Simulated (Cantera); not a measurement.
Cantera run:

```python
import numpy as np
import cantera as ct

gas_names = """
    H HO2 H2 H2O H2O2 O OH O2 O3 Si SiH SiH2 SiH3 SiH4 SiO SiO2 Si2 Si3
""".split()
cond_names = """
    H2O(s) H2O(L) Si(cr) Si(L) SiO2(Lqz) SiO2(hqz) SiO2(L)
""".split()


def load(file, names, dense=False):
    # The tables refer to 1 bar. Condensed volumes are neglected.
    table = {s.name: s for s in ct.Species.list_from_file(file)}
    out = []
    for n in names:
        d = dict(table[n].input_data)
        d["thermo"] = dict(d["thermo"], **{"reference-pressure": 1e5})
        if dense:
            d["equation-of-state"] = {"model": "constant-volume", "density": "1e6 g/cm^3"}
        out.append(ct.Species.from_dict(d))
    return out


gas = ct.Solution(thermo="ideal-gas", species=load("nasa_gas.yaml", gas_names))
cond = {s.name: ct.Solution(thermo="fixed-stoichiometry", species=[s], name=s.name)
        for s in load("nasa_condensed.yaml", cond_names, dense=True)}
atoms = {
    'SiO2': {'Si': 1, 'O': 2},
    'H2': {'H': 2},
}
top_T = {}  # K; cautious upper limits of use, not melting points


def equilibrate(T, P, feed):
    n = {}
    for name, mol in feed.items():
        for a, k in atoms[name].items():
            n[a] = n.get(a, 0.0) + k * mol
    gas.TPX = T, P, n
    mass = sum(n.values()) * gas.mean_molecular_weight
    gas.equilibrate("TP")
    valid = [c for c in cond.values() if c.min_temp <= T <= top_T.get(c.name, c.max_temp)]
    mix = ct.Mixture([(gas, mass / gas.mean_molecular_weight)] + [(c, 0.0) for c in valid])
    mix.T, mix.P = T, P
    mix.equilibrate("TP", solver="vcs", rtol=1e-11, max_steps=5000)
    return mix


results = []
feed = {'SiO2': 1, 'H2': 680}  # mol
T = 748  # K
P = 1800  # Pa
mix = equilibrate(T, P, feed)
results.append((T, P, feed, dict(zip(mix.species_names, mix.species_moles))))
x = sorted(zip(gas.X, gas.species_names), reverse=True)
print(f"T = {T:g} K  P = {P:g} Pa  gas = {mix.phase_moles(0):.4g} mol")
print("   x: " + "  ".join(f"{s} {v:.3e}" for v, s in x if v > 1e-05))
print("   condensed (mol): " + ("  ".join(f"{mix.phase(i).name} {mix.phase_moles(i):.4g}"
      for i in range(1, mix.n_phases) if mix.phase_moles(i) > 1e-12) or "none"))
```

It prints:

```
T = 748 K  P = 1800 Pa  gas = 680 mol
   x: H2 1.000e+00
   condensed (mol): SiO2(Lqz) 1
```

Method: chemical equilibrium by Gibbs-energy minimisation in Cantera with the NASA 1993 tables (ideal gas, pure condensed phases).
